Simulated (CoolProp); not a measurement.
The numbers come from the reference Helmholtz-energy equation of state, Lemmon 2006 in CoolProp. It is a short technical equation, of lower accuracy than the large ones.

For carbon monoxide, give the phase and the cp (kJ/(kg K)), speed of sound (m/s), isothermal compressibility (1/MPa), expansivity (1/kK) at 139 K and 2.62 MPa.


- 139 K and 2.62 MPa: gas; cp 1.83, speed of sound 211, isothermal compressibility 0.555, expansivity 18.3
